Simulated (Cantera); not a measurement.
Feed: 1 mol C2F6, 0.44 mol H2, at 2075 K.

Method: chemical equilibrium by Gibbs-energy minimisation in Cantera with the NASA 1993 tables (ideal gas, pure condensed phases). Candidate condensed phases: C, C6H6, C7H8, C8H18; 95 gas species. The feed counts by its element totals alone. Gases not in the tables: C2F6 and larger saturated fluorocarbons. Rates play no part.

**Question.** What share of the C ends up in condensed phases as a function of P (Pa), at 1, 5.20, 27, 140, 720, 3700, 19000, 100000?

**Answer.** 
| P (Pa) | C condensed (%) | as |
|---|---|---|
| 1 | 90.6 | C(graphite) |
| 5.20 | 69.0 | C(graphite) |
| 27 | 33.9 | C(graphite) |
| 140 | 23.9 | C(graphite) |
| 720 | 28.4 | C(graphite) |
| 3700 | 32.1 | C(graphite) |
| 19000 | 34.1 | C(graphite) |
| 100000 | 35.1 | C(graphite) |
